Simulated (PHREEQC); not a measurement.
Dissolve 52 mmol/kgw CuSO4, 21 mmol/kgw HCl and 0.47 mmol/kgw KCl at 79 °C. Closed to the air; pH follows from the charge balance.

Equilibrium calculation in PHREEQC: ion-association model, wateq4f.dat.

The ionic strength comes out as 0.121 mol/kgw. What activity coefficients do SO4-2, HSO4-, K+, KSO4-, CuCl+ get?

SO4-2 0.31, HSO4- 0.74, K+ 0.73, KSO4- 0.76, CuCl+ 0.73.

No solid was allowed to form. Species that the database lacks are ignored. At this temperature some constants are extrapolated from 25 °C, and those without enthalpy data are left unchanged.
